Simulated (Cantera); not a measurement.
Charge: 1 mol n-butane, 0.037 mol H₂O, 10 mol N₂, equilibrated at 39.0 bar.

Method: chemical equilibrium by Gibbs-energy minimisation in Cantera with the NASA 1993 tables (ideal gas, pure condensed phases). Candidate condensed phases: C, C₆H₆, C₇H₈, C₈H₁₈, H₂O; 136 gas species. The ideal-gas law is rough above about 30 bar. Equilibrium is a limit: real reactors are often held back by kinetics, nucleation or transport.

What share of the C ends up in condensed phases as a function of T (K), at 1898, 2048, 2198, 2348, 2498, 2648, 2798?


```json
[
 {"T (K)": "1898", "C condensed (%)": "96.3", "as": "C(graphite)"},
 {"T (K)": "2048", "C condensed (%)": "94.9", "as": "C(graphite)"},
 {"T (K)": "2198", "C condensed (%)": "92.4", "as": "C(graphite)"},
 {"T (K)": "2348", "C condensed (%)": "88.5", "as": "C(graphite)"},
 {"T (K)": "2498", "C condensed (%)": "82.9", "as": "C(graphite)"},
 {"T (K)": "2648", "C condensed (%)": "75.4", "as": "C(graphite)"},
 {"T (K)": "2798", "C condensed (%)": "65.7", "as": "C(graphite)"}
]
```
